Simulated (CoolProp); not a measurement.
Vapour-liquid equilibrium of toluene (1) + ethylbenzene (2) at 409.6 K; x and y are mole fractions of (1).

Computed with CoolProp (multi-fluid Helmholtz-energy mixture model, Lemmon 2006 and Zhou 2012; pair parameters Bell 2016).

```
x     bubble pressure, mixture model (bar)  bubble pressure, Raoult's law (bar)  y, mixture model  y, Raoult's law
----  ------------------------------------  -----------------------------------  ----------------  ---------------
0.05                                 1.071                                1.070             0.092            0.094
0.15                                 1.166                                1.168             0.249            0.257
0.25                                 1.259                                1.266             0.382            0.395
0.35                                 1.350                                1.364             0.497            0.514
0.45                                 1.443                                1.462             0.600            0.616
0.55                                 1.537                                1.560             0.692            0.706
0.65                                 1.635                                1.659             0.776            0.785
0.75                                 1.736                                1.757             0.850            0.855
0.85                                 1.840                                1.855             0.916            0.917
0.95                                 1.948                                1.953             0.974            0.974
```

The largest gap from Raoult's law is -1.5 % in bubble pressure, at x = 0.55. No azeotrope shows between x = 0.05 and 0.95.

The pair parameters rest on a limited set of measurements; away from them the model extrapolates.
